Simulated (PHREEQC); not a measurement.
PHREEQC input (ion-association model, wateq4f.dat):

```
SOLUTION_MASTER_SPECIES
  An  An-  0  An  62.0  # stands for a non-complexing anion
SOLUTION_SPECIES
  An- = An-
    -log_k 0
    -gamma 3.0 0
  PO4-3 + 3H+ = H3PO4  # constants of phreeqc.dat
    -log_k 21.721
    -delta_h -10.1 kJ
PHASES
  Fix_H+
    H+ = H+
    -log_k 0
SOLUTION 1
  temp 25
  units mmol/kgw
  pH 7 charge
  P 0.00041
  Na 1.00041
  An 1
END
SELECTED_OUTPUT 1
  -reset false
  -pH true
  -pe true
  -ionic_strength true
  -water true
  -totals Na P
  -molalities Hfo_wOH Hfo_wOH2+ Hfo_wO- Hfo_sOH Hfo_sOH2+ Hfo_sO- Hfo_wH2PO4 Hfo_wHPO4- Hfo_wPO4-2
USER_PUNCH 1
  -headings sigma psi
  10 PUNCH EDL("sigma", "Hfo"), EDL("psi", "Hfo")
PRINT
  -reset false
USE solution 1
SURFACE 1
  Hfo_wOH 2.47191e-05 600 0.011
  Hfo_sOH 6.17978e-07
EQUILIBRIUM_PHASES 1
  Fix_H+ -3 HAn 10
    -force_equality true
  O2(g) -0.68 10
END
# ... the last block is repeated for the other 16 points of pH, with NaOH or the acid as the point needs
```

Selected output (columns that matter, 17 of 17 rows; pH added in front):

```
pH	mu	Na	P	m_Hfo_wOH	m_Hfo_wOH2+	m_Hfo_wO-	m_Hfo_sOH	m_Hfo_sOH2+	m_Hfo_sO-	m_Hfo_wH2PO4	m_Hfo_wHPO4-	m_Hfo_wPO4-2	sigma	psi
3	0.0020569	0.0010004	8.9404e-12	7.3645e-06	1.6871e-05	7.3646e-08	1.8722e-07	4.2889e-07	1.8722e-09	3.0003e-08	3.2149e-07	5.8502e-08	0.24541	0.23248
3.5	0.0013349	0.0010004	5.9978e-12	1.2024e-05	1.2009e-05	2.7579e-07	3.0567e-07	3.053e-07	7.011e-09	1.1441e-08	2.8119e-07	1.1736e-07	0.16837	0.22423
4	0.0011079	0.0010004	7.1411e-12	1.5013e-05	8.7034e-06	5.9323e-07	3.8164e-07	2.2125e-07	1.5081e-08	5.5564e-09	2.3527e-07	1.6917e-07	0.1132	0.20863
4.5	0.0010357	0.0010004	1.1361e-11	1.6759e-05	6.5709e-06	9.7921e-07	4.2604e-07	1.6704e-07	2.4893e-08	3.1495e-09	1.9719e-07	2.0965e-07	0.074816	0.1891
5	0.0010124	0.0010004	2.1847e-11	1.7718e-05	5.2115e-06	1.3799e-06	4.5041e-07	1.3249e-07	3.5079e-08	2.0223e-09	1.6877e-07	2.3919e-07	0.047982	0.16691
5.5	0.0010047	0.0010004	4.919e-11	1.8203e-05	4.3688e-06	1.7375e-06	4.6275e-07	1.1106e-07	4.4169e-08	1.4593e-09	1.4925e-07	2.5924e-07	0.029686	0.14255
6	0.001002	0.0010004	1.2845e-10	1.8432e-05	3.8615e-06	2.0156e-06	4.6857e-07	9.8165e-08	5.1239e-08	1.1666e-09	1.367e-07	2.7201e-07	0.017722	0.11647
6.5	0.0010011	0.0010004	3.9802e-10	1.8538e-05	3.5613e-06	2.2106e-06	4.7125e-07	9.0533e-08	5.6195e-08	1.0088e-09	1.289e-07	2.797e-07	0.010187	0.089115
7	0.0010007	0.0010004	1.5849e-09	1.8588e-05	3.3819e-06	2.3405e-06	4.7251e-07	8.5969e-08	5.9496e-08	9.1768e-10	1.2381e-07	2.8368e-07	0.0055079	0.060935
7.5	0.0010005	0.0010004	8.6977e-09	1.862e-05	3.2646e-06	2.433e-06	4.7319e-07	8.2961e-08	6.1829e-08	8.4678e-10	1.1856e-07	2.819e-07	0.0024902	0.032309
8	0.0010012	0.0010011	5.6127e-08	1.8678e-05	3.1473e-06	2.5395e-06	4.7374e-07	7.9825e-08	6.4409e-08	6.9784e-10	1.0166e-07	2.5151e-07	0.00027121	0.0037507
8.5	0.001004	0.0010038	2.2892e-07	1.8834e-05	2.9446e-06	2.7596e-06	4.7432e-07	7.4158e-08	6.95e-08	3.1403e-10	4.9304e-08	1.3146e-07	-0.0017925	-0.023904
9	0.0010116	0.0010114	3.751e-07	1.8945e-05	2.7523e-06	2.9873e-06	4.7429e-07	6.8904e-08	7.4788e-08	5.3306e-11	9.0067e-09	2.5844e-08	-0.0044093	-0.051596
9.5	0.0010343	0.0010342	4.058e-07	1.8951e-05	2.6019e-06	3.1621e-06	4.7385e-07	6.5058e-08	7.9066e-08	5.8099e-12	1.0388e-09	3.154e-09	-0.0085024	-0.079722
10	0.0011057	0.0011058	4.0951e-07	1.8904e-05	2.3916e-06	3.4231e-06	4.7261e-07	5.9791e-08	8.5578e-08	5.8176e-13	1.1288e-10	3.7194e-10	-0.01547	-0.1072
10.5	0.0013321	0.0013326	4.0994e-07	1.874e-05	2.0448e-06	3.9344e-06	4.685e-07	5.112e-08	9.8361e-08	5.6313e-14	1.2669e-11	4.84e-11	-0.028319	-0.13298
11	0.0020561	0.0020575	4.0999e-07	1.8142e-05	1.4787e-06	5.0989e-06	4.5354e-07	3.6966e-08	1.2747e-07	5.0535e-15	1.5219e-12	7.784e-12	-0.054253	-0.15506
```

H3PO4, which wateq4f.dat lacks, is added to it with the constant of phreeqc.dat. The oxide is taken as insoluble; below pH 4 it would dissolve.
